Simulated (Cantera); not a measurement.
Gas mixture: 49.4 % H₂O, 50.6 % NO, at 3.30 Torr, frozen composition.

Cantera's kinetic-theory transport with the Lennard-Jones parameters of GRI-Mech 3.0, ideal gas; thermal conductivity in the multicomponent form. Polar gases are described roughly by these parameters. The composition is frozen, though it would react at the higher temperatures.

One state of this run: ρ (kg/m³) = 0.000772; cp (J/kg/K) = 1760; μ (µPa s) = 59.2; λ (mW/m/K) = 156; Pr = 0.668; D (cm²/s) OH = 1470; D (cm²/s) C₂H₂ = 801; D (cm²/s) O = 1500. D: mixture-averaged diffusion coefficient of that species in the mixture.

### Question
Which value of T (K) does it belong to?
(A) 650
(B) 1150
(C) 1650
(D) 1400

### Answer
C, 1650
